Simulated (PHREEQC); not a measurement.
Solution (20 °C): 0.0037 mol/kgw ZnSO4, 6e-05 mol/kgw NaOH and 0.00017 mol/kgw H2SO4. Closed to the air; pH follows from the charge balance.

Computed with PHREEQC (ion-association model, wateq4f.dat).

Question: The ionic strength comes out as 0.0119 mol/kgw. What activity coefficients do SO4-2, H+, HSO4-, Zn(SO4)2-2, Na+ get?

Answer: SO4-2 0.65, H+ 0.91, HSO4- 0.90, Zn(SO4)2-2 0.64, Na+ 0.90.

No solid was allowed to form. Complexes and solids missing from the database can't appear.
